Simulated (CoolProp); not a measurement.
Vapour-liquid equilibrium of isobutene (1) + acetone (2) at 0.0436 MPa; x and y are mole fractions of (1).

Computed with CoolProp (multi-fluid Helmholtz-energy mixture model, Lemmon 2005 and Lemmon 2006; pair parameters Bell 2016).

| x | bubble temperature, mixture model (K) | bubble temperature, Raoult's law (K) | y, mixture model | y, Raoult's law |
|---|---|---|---|---|
| 0.05 | 285.9 | 297.7 | 0.610 | 0.345 |
| 0.125 | 269.1 | 287.3 | 0.844 | 0.621 |
| 0.2 | 260.8 | 279.5 | 0.908 | 0.763 |
| 0.275 | 256.3 | 273.4 | 0.933 | 0.843 |
| 0.35 | [?] | 268.5 | 0.946 | 0.892 |
| 0.425 | 252.3 | 264.5 | 0.952 | 0.924 |
| 0.5 | 251.4 | 261.0 | 0.957 | 0.946 |
| 0.575 | 250.7 | 258.0 | 0.960 | 0.962 |
| 0.65 | 250.2 | 255.4 | 0.962 | 0.973 |
| 0.725 | 249.7 | 253.1 | [?] | 0.982 |
| 0.8 | [?] | 251.1 | [?] | 0.988 |
| 0.875 | [?] | 249.2 | 0.978 | 0.994 |
| 0.95 | 247.2 | 247.5 | [?] | 0.998 |

Problem. Complete the blanks.

Solution. 
- 0.35, bubble temperature, mixture model (K): 253.8
- 0.725, y, mixture model: 0.966
- 0.8, bubble temperature, mixture model (K): 249.0
- 0.8, y, mixture model: 0.970
- 0.875, bubble temperature, mixture model (K): 248.2
- 0.95, y, mixture model: 0.989

The largest gap from Raoult's law is -18.7 K in bubble temperature, at x = 0.2. No azeotrope shows between x = 0.05 and 0.95.

The pair parameters rest on a limited set of measurements; away from them the model extrapolates. With so large a gap from Raoult's law the liquid may split in two, which this calculation doesn't test in full.
